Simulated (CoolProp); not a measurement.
Aqueous magnesium chloride as a coolant, at 1 °C, 1 atm.

The numbers come from the Melinder's fits for secondary coolants in CoolProp.

```
mass %  freezing point (°C)  cp (kJ/(kg K))  conductivity (W/(m K))  Prandtl number  viscosity (mPa s)
------  -------------------  --------------  ----------------------  --------------  -----------------
5.3                    -3.2           3.856                   0.554            14.9               2.14
7.5                    -5.2           3.722                   0.548            15.9               2.34
9.7                    -7.9           3.592                   0.543            17.5               2.65
11.9                  -11.2           3.468                   0.537            19.5               3.02
14.1                  -15.1           3.348                   0.531            21.3               3.39
16.3                  -19.5           3.234                   0.526            22.9               3.73
18.5                  -24.6           3.127                   0.520            25.1               4.17
20.7                  -30.9           3.026                   0.513            31.1               5.27
22.9                  -39.2           2.931                   0.504            53.0               9.12
25.1                  -50.8           2.840                   0.491             169               29.3
27.3                  -67.8           2.748                   0.470            1590                271
```
